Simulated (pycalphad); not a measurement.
Source of the numbers: pycalphad with the COST 507 light-alloy database (1999); pressure 1 atm. The data set is of 1999 and partly superseded. Amounts are mole fractions of atoms. Kinetics are ignored, which matters at the lower temperatures.

Task: Give the equilibrium state of Ti-6.96B (at.%) at 1450 K.

Result: bcc, fraction 0.864, with 0.17 B at.%; BM, fraction 0.136, with 50.0 B at.%.

Task: Give the equilibrium state of Ti-6.96B (at.%) at 950 K.

Result: 
```
T = 950.00 K, P = 101325 Pa, N = 1 mol of atoms
G = -50942 J/mol, H = 7055 J/mol, S = 61.05 J/(mol K)  (SER reference)
chemical potentials (J/mol): Ti -41561, B -176341
phase             fraction      x(Ti)       x(B)
HCP_A3              0.8625     0.9990   0.000971
BM                  0.1375     0.5000     0.5000
```

Database names, with the compositions (at.%) that they take in these runs: BM: Ti 50 B 50. HCP_A3 is hcp.
